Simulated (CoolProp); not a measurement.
Vapour pressure (MPa) of propylene: the reference equation beside estimates from Tc = 364.2 K, pc = 4.555 MPa, ω = 0.146.

Values from CoolProp's reference Helmholtz-energy equation of state, Lemmon 2013.

```json
[
 {"T (K)": "258.3", "reference": "0.3649", "Lee-Kesler": "0.3652", "van der Waals": "0.9757", "Soave-Redlich-Kwong": "0.3652"},
 {"T (K)": "263.6", "reference": "0.4344", "Lee-Kesler": "0.4353", "van der Waals": "1.080", "Soave-Redlich-Kwong": "0.4355"},
 {"T (K)": "268.8", "reference": "0.5118", "Lee-Kesler": "0.5132", "van der Waals": "1.190", "Soave-Redlich-Kwong": "0.5138"},
 {"T (K)": "274", "reference": "0.5991", "Lee-Kesler": "0.6010", "van der Waals": "1.306", "Soave-Redlich-Kwong": "0.6023"},
 {"T (K)": "279.2", "reference": "0.6968", "Lee-Kesler": "…", "van der Waals": "1.429", "Soave-Redlich-Kwong": "0.7015"},
 {"T (K)": "284.4", "reference": "…", "Lee-Kesler": "0.8088", "van der Waals": "1.560", "Soave-Redlich-Kwong": "0.8124"},
 {"T (K)": "289.6", "reference": "0.9270", "Lee-Kesler": "0.9302", "van der Waals": "1.698", "Soave-Redlich-Kwong": "0.9356"},
 {"T (K)": "294.9", "reference": "1.064", "Lee-Kesler": "1.067", "van der Waals": "1.846", "Soave-Redlich-Kwong": "1.075"},
 {"T (K)": "300.1", "reference": "1.212", "Lee-Kesler": "1.215", "van der Waals": "1.999", "Soave-Redlich-Kwong": "1.225"},
 {"T (K)": "305.3", "reference": "1.374", "Lee-Kesler": "1.377", "van der Waals": "2.160", "Soave-Redlich-Kwong": "1.391"},
 {"T (K)": "310.5", "reference": "1.552", "Lee-Kesler": "1.555", "van der Waals": "2.328", "Soave-Redlich-Kwong": "…"},
 {"T (K)": "315.7", "reference": "1.746", "Lee-Kesler": "1.748", "van der Waals": "2.505", "Soave-Redlich-Kwong": "1.769"},
 {"T (K)": "321", "reference": "1.961", "Lee-Kesler": "1.963", "van der Waals": "2.693", "Soave-Redlich-Kwong": "1.988"}
]
```

Q: Complete the blanks.

A: 
- 279.2, Lee-Kesler: 0.6993
- 284.4, reference: 0.8059
- 310.5, Soave-Redlich-Kwong: 1.572

Absolute difference from the reference over all 13 rows, mean and median: Lee-Kesler 0.2 and 0.2 %, van der Waals 90.4 and 83.2 %, Soave-Redlich-Kwong 0.8 and 0.9 %.
